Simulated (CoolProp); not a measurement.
C3F8 (R218) along the isobar 1700 kPa: fugacity coefficient from the reference equation and from simpler models built on Tc = 71.9 °C, pc = 2640 kPa, ω = 0.317; each cubic takes its own stable root.

Computed with CoolProp (reference Helmholtz-energy equation of state, Lemmon 2006). It is a short technical equation, of lower accuracy than the large ones.

```csv
T (°C),phase,reference,van der Waals,Redlich-Kwong,Soave-Redlich-Kwong
50.65,liquid,0.7180,0.7763,0.7421,0.7259
60.35,gas,0.7608,0.7926,0.7644,0.7595
70.05,gas,0.7858,0.8072,0.7839,0.7832
79.75,gas,0.8071,0.8203,0.8012,0.8040
89.45,gas,0.8256,0.8322,0.8166,0.8225
99.05,gas,0.8416,0.8430,0.8304,0.8388
108.75,gas,0.8560,0.8529,0.8430,0.8537
118.45,gas,0.8689,0.8620,0.8544,0.8672
128.15,gas,0.8804,0.8704,0.8648,0.8793
137.85,gas,0.8908,0.8781,0.8742,0.8904
147.45,gas,0.9001,0.8852,0.8828,0.9003
157.15,gas,0.9086,0.8919,0.8908,0.9095
166.85,gas,0.9164,0.8980,0.8981,0.9178
```

At some of these states van der Waals, Redlich-Kwong gives the other phase, because its saturation line lies elsewhere.
